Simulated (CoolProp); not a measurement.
Vapour-liquid equilibrium of cyclohexane (1) + n-nonane (2) at 9.95 bar; x and y are mole fractions of (1).

Values from CoolProp's multi-fluid Helmholtz-energy mixture model, Zhou 2014 and Lemmon 2006; pair parameters Bell 2016.

### Question
Give the bubble temperature and the first vapour's composition at x = 0.05, 0.5, 0.8. Is there an azeotrope?

### Answer
x = 0.05: 531.7 K, y = 0.103; x = 0.5: 489.2 K, y = 0.730; x = 0.8: 467.0 K, y = 0.928. No azeotrope shows between x = 0.05 and 0.95.

The pair parameters rest on a limited set of measurements; away from them the model extrapolates.
